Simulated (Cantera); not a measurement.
Charge: 1 mol Si, a varied amount of HBr, 5.2 mol H2, held at 3.60 Torr.

Points: T (K) = 650, 700, 750, 800, 850, 900, 950, 1000, 1050, 1100; n(HBr) (mol) = 1.5, 2, 2.5, 3.3, 4.3, 5.5, 7.1, 9.2, 12, 15.

Cantera's Mixture.equilibrate('TP', solver="vcs", rtol=1e-11, max_steps=5000) on the NASA tables stopped like this:

```
ERROR: FAILURE its = 5001!

*******************************************************************************
CanteraError thrown by MultiPhase::equilibrate:
VCS solver failed. Return code: -1
*******************************************************************************
```

### Question
What got this run through?

### Answer
This is not unique; one that fits is The failure is numerical, not chemical. The same input converged with solver="gibbs", rtol=1e-10, max_steps=50000, and the result passed a check of the equilibrium conditions:
```
    650        1.5  Si(cr)
    650          2  Si(cr)
    650        2.5  Si(cr)
    650        3.3  Si(cr)
    650        4.3  gas only
    650        5.5  gas only
    650        7.1  gas only
    650        9.2  gas only
    650         12  gas only
    650         15  gas only
    700        1.5  Si(cr)
    700          2  Si(cr)
    700        2.5  Si(cr)
    700        3.3  Si(cr)
    700        4.3  gas only
    700        5.5  gas only
    700        7.1  gas only
    700        9.2  gas only
    700         12  gas only
    700         15  gas only
    750        1.5  Si(cr)
    750          2  Si(cr)
    750        2.5  Si(cr)
    750        3.3  Si(cr)
    750        4.3  gas only
    750        5.5  gas only
    750        7.1  gas only
    750        9.2  gas only
    750         12  gas only
    750         15  gas only
    800        1.5  Si(cr)
    800          2  Si(cr)
    800        2.5  Si(cr)
    800        3.3  Si(cr)
    800        4.3  gas only
    800        5.5  gas only
    800        7.1  gas only
    800        9.2  gas only
    800         12  gas only
    800         15  gas only
    850        1.5  Si(cr)
    850          2  Si(cr)
    850        2.5  Si(cr)
    850        3.3  Si(cr)
    850        4.3  gas only
    850        5.5  gas only
    850        7.1  gas only
    850        9.2  gas only
    850         12  gas only
    850         15  gas only
    900        1.5  Si(cr)
    900          2  Si(cr)
    900        2.5  Si(cr)
    900        3.3  Si(cr)
    900        4.3  gas only
    900        5.5  gas only
    900        7.1  gas only
    900        9.2  gas only
    900         12  gas only
    900         15  gas only
    950        1.5  Si(cr)
    950          2  Si(cr)
    950        2.5  Si(cr)
    950        3.3  Si(cr)
    950        4.3  Si(cr)
    950        5.5  gas only
    950        7.1  gas only
    950        9.2  gas only
    950         12  gas only
    950         15  gas only
   1000        1.5  Si(cr)
   1000          2  Si(cr)
   1000        2.5  Si(cr)
   1000        3.3  Si(cr)
   1000        4.3  Si(cr)
   1000        5.5  gas only
   1000        7.1  gas only
   1000        9.2  gas only
   1000         12  gas only
   1000         15  gas only
   1050        1.5  Si(cr)
   1050          2  Si(cr)
   1050        2.5  Si(cr)
   1050        3.3  Si(cr)
   1050        4.3  Si(cr)
   1050        5.5  gas only
   1050        7.1  gas only
   1050        9.2  gas only
   1050         12  gas only
   1050         15  gas only
   1100        1.5  Si(cr)
   1100          2  Si(cr)
   1100        2.5  Si(cr)
   1100        3.3  Si(cr)
   1100        4.3  Si(cr)
   1100        5.5  gas only
   1100        7.1  gas only
   1100        9.2  gas only
   1100         12  gas only
   1100         15  gas only
```

The gas is ideal and each condensed phase is pure. The tables' values for SiBr3 are old estimates.
